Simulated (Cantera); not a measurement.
Charge: 1 mol Si₃N₄, a varied amount of HCl, held at 677 °C and 0.105 Torr.

Method: chemical equilibrium by Gibbs-energy minimisation in Cantera with the NASA 1993 tables (ideal gas, pure condensed phases). Candidate condensed phases: NH₄Cl, Si, Si₃N₄; 28 gas species. The tables' values for SiCl₃ are old estimates; treat these amounts as uncertain. The numbers say what is thermodynamically allowed, not how fast it happens.

x: gas mole fraction; n: condensed amount in mol.

```tsv
n(HCl) (mol)	x HCl	x H₂	x SiCl₄	x N₂	x SiCl₃	x SiHCl₃	x SiCl₂	n Si₃N₄(s)
11	0.534	0.254	0.126	0.0848	0.000408	0.000275	4.40e-5	0.553
20	0.534	0.254	0.126	0.0848	0.000408	0.000275	4.40e-5	0.186
30	0.621	0.207	0.103	0.0690	0.000258	[?]	2.16e-5	0
39	0.711	0.158	0.0787	0.0526	0.000151	[?]	9.62e-6	0
48	0.766	0.128	0.0637	0.0426	0.000102	[?]	5.42e-6	0
57	0.804	0.107	0.0535	0.0357	7.46e-5	[?]	3.47e-6	0
67	0.833	0.0909	0.0454	0.0303	5.62e-5	[?]	2.32e-6	0
76	0.853	0.0800	0.0399	0.0267	4.53e-5	[?]	1.72e-6	0
85	0.869	0.0714	0.0357	0.0238	3.76e-5	[?]	1.32e-6	0
95	0.883	0.0638	0.0319	0.0213	3.12e-5	[?]	1.02e-6	0
```

Q: Complete the blanks.

A: 
- 30, x SiHCl₃: 0.000157
- 39, x SiHCl₃: 8.01e-5
- 48, x SiHCl₃: 4.86e-5
- 57, x SiHCl₃: 3.27e-5
- 67, x SiHCl₃: 2.27e-5
- 76, x SiHCl₃: 1.72e-5
- 85, x SiHCl₃: 1.34e-5
- 95, x SiHCl₃: 1.06e-5
